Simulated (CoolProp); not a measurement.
CHF3 (R23) along the isotherm 174.1 K: density (kg/m³) from the reference equation and from simpler models built on Tc = 299.3 K, pc = 4.832 MPa, ω = 0.263; each cubic takes its own stable root.

Computed with CoolProp (reference Helmholtz-energy equation of state, Penoncello 2003).

```
p (MPa)   phase  reference  van der Waals  Redlich-Kwong  Soave-Redlich-Kwong  Peng-Robinson
-------  ------  ---------  -------------  -------------  -------------------  -------------
0.0229      gas      1.124          1.113          1.116                1.117          1.117
0.0408   liquid       1509          1.991          1.999                 1289           1453
0.0725   liquid       1509          3.563           1251                 1289           1453
0.129    liquid       1509          6.421           1251                 1289           1453
0.229    liquid       1509          11.68           1252                 1289           1454
0.408    liquid       1510          848.5           1252                 1289           1454
0.725    liquid       1510          849.8           1253                 1290           1455
1.29     liquid       1511          852.1           1255                 1291           1456
2.29     liquid       1513          855.9           1257                 1293           1458
4.08     liquid       1517          862.4           1262                 1297           1461
7.25     liquid       1523          872.5           1270                 1303           1467
```

At some of these states van der Waals, Redlich-Kwong gives the other phase, because its saturation line lies elsewhere.
